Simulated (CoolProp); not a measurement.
Values from CoolProp's reference Helmholtz-energy equation of state, Guder 2009.

Problem. Give the vapour pressure (MPa), vapour density (kg/m³), enthalpy of vaporisation (kJ/kg), liquid cp (kJ/(kg K)) of saturated sulfur hexafluoride at 20.85 °C.

Solution. 
```csv
T (°C),p (MPa),vapour density (kg/m³),enthalpy of vaporisation (kJ/kg),liquid cp (kJ/(kg K))
20.85,2.14,197,66.1,1.25
```
